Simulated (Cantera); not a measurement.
An isothermal, constant-pressure homogeneous reactor starts with NO : N2 = 1 : 0.72 (molar parts), at 1650 K and 0.178 atm.

Computed with Cantera and GRI-Mech 3.0 (53 species, 325 reactions).

x: mole fraction; the columns are a selection and need not sum to one.

```
t (s)      x NO      x O2   x N2     x N2O     x NO2      x O
--------  -----  --------  -----  --------  --------  -------
0.000300  0.581   2.37e-9  0.419   9.71e-7   3.37e-7        …
0.000954  0.581   1.85e-8  0.419   3.06e-6   2.08e-6        …
0.00304   0.581   1.49e-7  0.419   9.48e-6   8.72e-6        …
0.00965   0.581   1.68e-6  0.419   2.77e-5   3.01e-5        …
0.0307    0.581   2.44e-5  0.419   6.83e-5   8.16e-5        …
0.0977    0.581  0.000206  0.419  0.000113  0.000118  4.83e-6
0.311     0.579  0.000902  0.420  0.000121  0.000129        …
0.988     0.575   0.00312  0.422  0.000119  0.000153        …
3.14      0.561    0.0100  0.429  0.000113  0.000208        …
10.0      0.520    0.0303  0.449   9.55e-5  0.000304        …
```

Task: Some entries are withheld; supply them.

Result: 
- 0.000300, x O: 6.41e-7
- 0.000954, x O: 1.05e-6
- 0.00304, x O: 1.36e-6
- 0.00965, x O: 2.11e-6
- 0.0307, x O: 3.71e-6
- 0.311, x O: 5.23e-6
- 0.988, x O: 6.02e-6
- 3.14, x O: 7.97e-6
- 10.0, x O: 1.19e-5
